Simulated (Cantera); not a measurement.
## Adiabatic ignition

An adiabatic, constant-pressure homogeneous reactor starts with 12.3 % CH3OH, 18.4 % O2, 69.3 % N2, equivalence ratio 1.0, at 1000 K and 173 Torr.

Computed with Cantera and GRI-Mech 3.0 (53 species, 325 reactions). GRI-Mech 3.0 was tuned for natural gas; its chemistry of methanol as a main component is partial and can be far from experiment.

```
t (s)     T (K)  x CH3OH    x O2       x H    x C2H6     x CO2      x H2
--------  -----  -------  ------  --------  --------  --------  --------
9.00e-6    1000    0.123   0.184    <1e-12    <1e-12  1.25e-12  7.13e-12
4.06e-5    1000    0.123   0.184  1.01e-12    <1e-12  5.80e-12  4.57e-11
0.000183   1000    0.123   0.184  1.05e-12    <1e-12  2.63e-11  2.28e-10
0.000828   1000    0.123   0.184  1.11e-12    <1e-12  1.19e-10   1.10e-9
0.00374    1000    0.123   0.184  1.12e-12    <1e-12  5.38e-10   5.14e-9
0.0169     1000    0.123   0.184  1.14e-12    <1e-12   2.43e-9   2.36e-8
0.0761     1000    0.123   0.184  1.25e-12    <1e-12   1.10e-8   1.11e-7
0.344      1000    0.123   0.184  2.99e-12    <1e-12   4.95e-8   7.58e-7
1.55       1001    0.123   0.184  4.13e-10  1.63e-12   3.33e-7   9.16e-5
7.00       2443   <1e-12  0.0176   0.00489    <1e-12    0.0784    0.0143
```
x: mole fraction; the columns are a selection and need not sum to one.

```json
{
 "time_of_steepest_temperature_rise": "1.94 s",
 "temperature at 7.00 s": "2443 K",
 "equilibrium_temperature": "2443 K",
 "x(CH3OH) at 7.00 s": "<1e-12 (gas-phase equilibrium <1e-12)",
 "x(O2) at 7.00 s": "0.0176 (gas-phase equilibrium 0.0176)",
 "x(H) at 7.00 s": "0.00489 (gas-phase equilibrium 0.00489)"
}
```
